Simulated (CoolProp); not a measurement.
R245ca at 298.15 K and 0.442 MPa is throttled through a valve to 0.0639 MPa with no heat exchange. Each further row changes one setting.

The numbers come from the reference Helmholtz-energy equation of state, Zhou 2016 in CoolProp.

```
case                        temperature change (K)                       final phase  final density (kg/m³)
--------------------------  ----------------------  --------------------------------  ---------------------
as stated                                    -11.1  two-phase, vapour fraction 0.073                   48.9
outlet pressure 0.0192 MPa                   -36.3  two-phase, vapour fraction 0.220                   5.42
outlet pressure 0.0831 MPa                    -4.8  two-phase, vapour fraction 0.032                    133
```
